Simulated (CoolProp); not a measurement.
Saturation properties of ethanol.

The numbers come from the reference Helmholtz-energy equation of state, Schroeder 2014 in CoolProp.

| T (K) | p (MPa) | liquid cp (kJ/(kg K)) | surface tension (mN/m) |
|---|---|---|---|
| 343 | 0.07154 | 2.842 | (withheld) |
| 358 | 0.1299 | 3.001 | 16.1 |
| 372.9 | 0.2223 | 3.171 | 14.6 |
| 387.8 | 0.3624 | 3.355 | 13.1 |
| 402.8 | (withheld) | 3.554 | 11.6 |
| 417.7 | 0.8537 | 3.758 | 10.1 |
| 432.7 | 1.244 | 3.962 | 8.63 |
| 447.6 | 1.755 | 4.165 | (withheld) |
| 462.5 | 2.410 | 4.414 | 5.59 |
| 477.5 | 3.241 | 4.847 | 4.02 |
| 492.4 | 4.263 | 5.959 | 2.44 |

**Question.** Complete the blanks.

**Answer.** 
- 343, surface tension (mN/m): 17.5
- 402.8, p (MPa): 0.5677
- 447.6, surface tension (mN/m): 7.12

It boils at 351.6 K under 1 atm.

Surface tension comes from a separate correlation (Mulero 2012).
